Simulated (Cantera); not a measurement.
Charge: 1 mol Si, 18 mol HCl, 0.28 mol H2, at 10.0 Torr.

Equilibrium computed with Cantera from the NASA thermochemical tables; the gas is ideal and each condensed phase is pure. Candidate condensed phases: Si; 19 gas species. The tables' values for SiCl3 are old estimates; treat these amounts as uncertain. Kinetics and transport are ignored.

x: gas mole fraction; nothing condenses.

```csv
T (K),x HCl,x H2,x SiCl4,x SiCl2,x SiCl3,x Cl
548,0.810,0.132,0.0579,<1e-12,<1e-12,<1e-12
648,0.810,0.132,0.0579,<1e-12,2.75e-10,<1e-12
748,0.810,0.132,0.0579,1.61e-12,2.22e-8,5.98e-12
848,0.810,0.132,0.0579,4.94e-10,6.29e-7,3.69e-10
948,0.810,0.132,0.0578,4.41e-8,8.68e-6,9.65e-9
1048,0.810,0.132,0.0577,1.64e-6,7.18e-5,1.36e-7
1148,0.811,0.131,0.0572,3.16e-5,0.000404,1.22e-6
1248,0.812,0.130,0.0555,0.000361,0.00167,7.78e-6
1348,0.817,0.126,___,___,0.00500,___
1448,0.828,0.115,0.0365,0.0100,0.00999,0.000159
1548,0.844,0.0991,0.0206,0.0225,0.0128,0.000571
1648,0.855,0.0871,___,___,0.0120,___
1748,0.859,0.0808,0.00371,0.0419,0.00934,0.00461
```

Problem. Some entries are withheld; supply them.

Solution. 
- 1348, x SiCl4: 0.0496
- 1348, x SiCl2: 0.00253
- 1348, x Cl: 3.84e-5
- 1648, x SiCl4: 0.00929
- 1648, x SiCl2: 0.0341
- 1648, x Cl: 0.00175
